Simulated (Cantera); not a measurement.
Mixture: H₂ : O₂ : N₂ = 1 : 0.385 : 1.45 (molar parts), equivalence ratio 1.3, at 4.93 atm, adiabatic and at constant pressure. Ignition delay is the time to a rise of 400 K.

Model: GRI-Mech 3.0 (53 species, 325 reactions), integrated in Cantera. The hydrogen kinetics of GRI-Mech 3.0 are dated; newer H2 mechanisms differ, most at raised pressure.

**Question.** What does this change do: N2 1.45 to 3.4 parts?

**Answer.** 
| quantity | before | after |
|---|---|---|
| delay at 1025 K | 4.96 ms | 7.15 ms |
| delay at 1125 K | 0.158 ms | 0.194 ms |
| delay at 1225 K | 12.3 µs | 20.9 µs |
| delay at 1325 K | 5.92 µs | 10.6 µs |
| delay at 1425 K | 3.72 µs | 6.95 µs |
| delay at 1525 K | 2.64 µs | 5.22 µs |
| delay at 1625 K | 2.04 µs | 4.32 µs |
Where the delays flatten at high temperature, the 400 K rule measures the pace of heat release, not the induction time.
